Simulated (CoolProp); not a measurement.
Computed with CoolProp (reference Helmholtz-energy equation of state, Lemmon 2006). It is a short technical equation, of lower accuracy than the large ones.

### Question
For n-nonane, give the phase and the cp (kJ/(kg K)), speed of sound (m/s), Joule-Thomson coefficient (K/MPa), viscosity (µPa s) at 582.4 K and 0.191 MPa; 286.4 K and 4.87 MPa.

### Answer
- 582.4 K and 0.191 MPa: gas; cp 2.82, speed of sound 191, Joule-Thomson coefficient 8.79, viscosity 10.4
- 286.4 K and 4.87 MPa: liquid; cp 2.16, speed of sound 1280, Joule-Thomson coefficient -0.445, viscosity 809

Viscosity comes from a separate model (Huber 2004).
